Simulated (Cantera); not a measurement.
A closed system holds: 1 mol SrCl₂, 0.018 mol HCl, 9.3 mol N₂, equilibrated at 1673.15 K.

These are equilibrium values from Cantera (NASA tables, ideal gas, pure condensed phases), not measurements of a reactor. Candidate condensed phases: NH₄Cl, Sr, SrCl₂; 15 gas species. Equilibrium is a limit: real reactors are often held back by kinetics, nucleation or transport.

**Question.** At 0.100 Pa, list the 4 most abundant gas species with their mole fractions, and the condensed phases.

**Answer.** N₂ 0.893, SrCl₂ 0.0894, Cl 0.00941, SrCl 0.00478. Condensed: gas only.
